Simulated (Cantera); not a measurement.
Nitride etching: AlN + H2 + HF

Feed: 1 mol AlN, 170 mol H2, 4.1 mol HF, held at 10.0 Torr.

Cantera equilibrium calculation (NASA polynomials, part measured and part estimated; ideal gas, pure solids and liquids). Candidate condensed phases: Al, AlF3, AlN; 29 gas species. The tables' values for AlF2 are old estimates; treat these amounts as uncertain. The numbers say what is thermodynamically allowed, not how fast it happens.

From 1123 K to 1923 K nothing is condensed. The main Al-bearing gas is AlF3 at 1123 K and AlF at 1923 K.

```tsv
T (K)	x H2	x HF	x H	x AlF3	x AlF	x N2
1123	0.985	0.00632	3.66e-7	0.00570	2.34e-7	0.00287
1223	0.985	0.00636	2.58e-6	0.00571	7.01e-6	0.00287
1323	0.985	0.00666	1.36e-5	0.00551	0.000110	0.00287
1423	0.983	0.00815	5.70e-5	0.00463	0.000732	0.00287
1523	0.980	0.0112	0.000198	0.00297	0.00212	0.00286
1623	0.976	0.0144	0.000592	0.00132	0.00370	0.00286
1723	0.974	0.0163	0.00156	0.000423	0.00476	0.00286
1823	0.971	0.0171	0.00370	0.000119	0.00524	0.00285
1923	0.966	0.0174	0.00802	3.44e-5	0.00543	0.00284
```
x: gas mole fraction; nothing condenses.
